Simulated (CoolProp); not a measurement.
Properties of octamethylcyclotetrasiloxane (D4) along the isobar 1.01 bar.

Computed with CoolProp (reference Helmholtz-energy equation of state, Thol 2015).

```tsv
T (K)	phase	density (kg/m³)	cv (kJ/(kg K))	isothermal compressibility (1/MPa)
488.7	gas	7.800	1.749	10.50
496	gas	7.660	1.766	10.47
503.3	gas	7.526	1.782	10.43
510.6	gas	7.398	1.798	10.40
517.9	gas	7.275	1.814	10.37
525.1	gas	7.158	1.830	10.34
532.4	gas	7.044	1.845	10.32
539.7	gas	6.934	1.860	10.30
547	gas	6.828	1.875	10.27
554.3	gas	6.726	1.890	10.25
561.6	gas	6.627	1.905	10.23
568.8	gas	6.532	1.919	10.22
576.1	gas	6.440	1.933	10.20
583.4	gas	6.350	1.947	10.19
590.7	gas	6.263	1.960	10.17
```
